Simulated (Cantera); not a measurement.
An adiabatic, constant-volume homogeneous reactor starts with CO : H₂ : CH₄ : O₂ : N₂ : H₂O = 1 : 0.074 : 0.055 : 0.647 : 2.43 : 0.49 (molar parts), at 1800 K and 1.01 bar. Integrator tolerance rtol = 1e-08.

Detailed kinetics in Cantera: GRI-Mech 3.0 (53 species, 325 reactions).

**Question.** What does this change do: initial temperature 1800 to 1248 K?

**Answer.** 
```tsv
quantity	before	after
time of steepest temperature rise	22.1 µs	0.208 ms
temperature at 1.00 s	2834 K	2717 K
equilibrium temperature	2834 K	2717 K
x(CO) at 1.00 s	0.0981 (gas-phase equilibrium 0.0981)	0.0723 (gas-phase equilibrium 0.0723)
x(H₂) at 1.00 s	0.0124 (gas-phase equilibrium 0.0124)	0.00859 (gas-phase equilibrium 0.00859)
x(CH₄) at 1.00 s	<1e-12 (gas-phase equilibrium <1e-12)	<1e-12 (gas-phase equilibrium <1e-12)
x(CH₃) at 1.00 s	<1e-12 (gas-phase equilibrium <1e-12)	<1e-12 (gas-phase equilibrium <1e-12)
x(NO) at 1.00 s	0.0138 (gas-phase equilibrium 0.0138)	0.0103 (gas-phase equilibrium 0.0103)
x(C₂H) at 1.00 s	<1e-12 (gas-phase equilibrium <1e-12)	<1e-12 (gas-phase equilibrium <1e-12)
```

**Question.** What does this change do: constant pressure in place of constant volume?

**Answer.** 
| quantity | before | after |
|---|---|---|
| time of steepest temperature rise | 22.1 µs | 22.2 µs |
| temperature at 1.00 s | 2834 K | 2744 K |
| equilibrium temperature | 2834 K | 2744 K |
| x(CO) at 1.00 s | 0.0981 (gas-phase equilibrium 0.0981) | 0.0905 (gas-phase equilibrium 0.0905) |
| x(H₂) at 1.00 s | 0.0124 (gas-phase equilibrium 0.0124) | 0.0114 (gas-phase equilibrium 0.0114) |
| x(CH₄) at 1.00 s | <1e-12 (gas-phase equilibrium <1e-12) | <1e-12 (gas-phase equilibrium <1e-12) |
| x(CH₃) at 1.00 s | <1e-12 (gas-phase equilibrium <1e-12) | <1e-12 (gas-phase equilibrium <1e-12) |
| x(NO) at 1.00 s | 0.0138 (gas-phase equilibrium 0.0138) | 0.0119 (gas-phase equilibrium 0.0119) |
| x(C₂H) at 1.00 s | <1e-12 (gas-phase equilibrium <1e-12) | <1e-12 (gas-phase equilibrium <1e-12) |
